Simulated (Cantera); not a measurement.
Feed: 1 mol Fe3O4, 180 mol H2, held at 0.0360 bar.

Method: chemical equilibrium by Gibbs-energy minimisation in Cantera with the NASA 1993 tables (ideal gas, pure condensed phases). Candidate condensed phases: Fe, FeO, Fe(OH)2, Fe(OH)3, Fe2O3, Fe3O4, H2O; 12 gas species. Kinetics and transport are ignored. All values below are at 650 K.

Base state: H2 0.978, H2O 0.0222 (mole fractions); condensed: Fe(α).

What changes in the equilibrium state with this change: Fe3O4 replaced by Al2O3?


```tsv
species	before	after
H2	0.978	1.00
H2O	0.0222	<1e-9
Fe(α), mol	3.00	0
Al2O3(s), mol	0	1.00
```
Further candidate phases: Al, Al2O3.
